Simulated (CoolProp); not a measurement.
p-xylene along the isobar 6.17 MPa: density (kg/m³) from the reference equation and from simpler models built on Tc = 343.0 °C, pc = 3.532 MPa, ω = 0.324; each cubic takes its own stable root.

Computed with CoolProp (reference Helmholtz-energy equation of state, Zhou 2012).

```csv
T (°C),phase,reference
240.25,liquid,657.5
247.85,liquid,648.4
255.45,liquid,639.0
263.05,liquid,629.4
270.75,liquid,619.2
278.35,liquid,608.9
285.95,liquid,598.1
293.55,liquid,586.8
301.15,liquid,574.9
308.75,liquid,562.4
316.35,liquid,549.1
324.05,liquid,534.7
331.65,liquid,519.4
339.25,liquid,502.7
346.85,supercritical,484.4
```

Problem. How far does each simpler model (Redlich-Kwong, Soave-Redlich-Kwong) lie from the reference over these 15 states: mean and median of the absolute difference, and the worst?

Solution. 
- Redlich-Kwong: mean 18.0 %, median 18.2 %, worst -18.7 % at 331.65 °C and 6.17 MPa
- Soave-Redlich-Kwong: mean 15.6 %, median 15.3 %, worst -18.8 % at 346.85 °C and 6.17 MPa
